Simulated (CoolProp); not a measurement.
A Linde-Hampson liquefier for carbon monoxide: isothermal reversible compression at 230 K from 1 atm to 25 MPa, throttling to 1 atm, return gas leaving the recuperator 10 K below the feed. Each further row changes one setting.

Computed with CoolProp (reference Helmholtz-energy equation of state, Lemmon 2006). It is a short technical equation, of lower accuracy than the large ones.

| case | liquid yield per pass | compression work (kJ/kg of gas) |
|---|---|---|
| as stated | ? | 363 |
| high pressure 50 MPa | ? | 419 |
| warm-end temperature 260 K | ? | 419 |
| warm-end gap 15 K | ? | 363 |

Fill in the missing entries.


- as stated, liquid yield per pass: 0.173
- high pressure 50 MPa, liquid yield per pass: 0.179
- warm-end temperature 260 K, liquid yield per pass: 0.120
- warm-end gap 15 K, liquid yield per pass: 0.161
